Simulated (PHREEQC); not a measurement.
Solution (75 °C): 110 mmol/kgw Al(NO3)3, 11 mmol/kgw Na2CO3 and 0.032 mmol/kgw Cs2CO3. Closed to the air; pH follows from the charge balance.

The numbers come from PHREEQC with the ion-association model, wateq4f.dat.

Question: The ionic strength comes out as 0.618 mol/kgw. What activity coefficients do NO3-, Al(OH)2+, AlOH+2, Cs+, HCO3- get?

Answer: NO3- 0.57, Al(OH)2+ 0.66, AlOH+2 0.19, Cs+ 0.72, HCO3- 0.66.

This is a speciation only: nothing precipitates in the calculation. The solution is supersaturated, for example in Al(OH)3(a), Boehmite (slow to form), so a real one may precipitate; this is no full list. Complexes and solids missing from the database can't appear. Constants without temperature data keep their 25 °C values here.
